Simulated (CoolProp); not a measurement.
CF4 (R14) at 298.15 K and 0.216 MPa flows at 0.13 m/s in a round tube of 12.7 mm bore and 45 µm roughness, fully developed (64/Re and Nu = 3.66 if laminar; Colebrook and Gnielinski if turbulent). Each further row changes one setting.

The numbers come from the reference Helmholtz-energy equation of state, Platzer 1990 in CoolProp. This equation is an older, rougher fit.

| case | Reynolds number | Darcy friction factor | pressure drop (Pa/m) | heat-transfer coefficient (W/(m² K)) | mass flow (kg/h) |
|---|---|---|---|---|---|
| as stated | 738 | 0.0868 | 0.446 | 4.63 | 0.458 |
| velocity 0.26 m/s | 1480 | 0.0434 | 0.892 | 4.63 | 0.917 |
| diameter 25.4 mm | 1480 | 0.0434 | 0.112 | 2.31 | 1.83 |

Viscosity comes from a separate model (Huber 2003), an estimate that may be off by 10 % or more. Thermal conductivity comes from a separate model (Huber 2003), an estimate that may be off by 10 % or more.
